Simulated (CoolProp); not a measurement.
Vapour-liquid equilibrium of hydrogen chloride (1) + propane (2) at 297 K; x and y are mole fractions of (1).

The numbers come from the multi-fluid Helmholtz-energy mixture model, Thol 2018 and Lemmon 2009; pair parameters Bell 2016 in CoolProp.

| x | bubble pressure (MPa) | y at the bubble point | dew pressure at overall composition x (MPa) | liquid density (mol/L) |
|---|---|---|---|---|
| 0.05 | 1.203 | 0.226 | 0.9754 | 11.47 |
| 0.2 | 1.964 | 0.534 | 1.164 | 12.31 |
| 0.35 | 2.598 | 0.665 | 1.432 | 13.27 |
| 0.5 | 3.129 | 0.745 | 1.841 | 14.40 |
| 0.65 | 3.604 | 0.811 | 2.513 | 15.84 |
| 0.8 | 4.056 | 0.881 | 3.525 | 17.87 |
| 0.95 | 4.485 | 0.966 | 4.414 | 20.99 |

No azeotrope shows between x = 0.05 and 0.95.

The pair parameters rest on a limited set of measurements; away from them the model extrapolates.
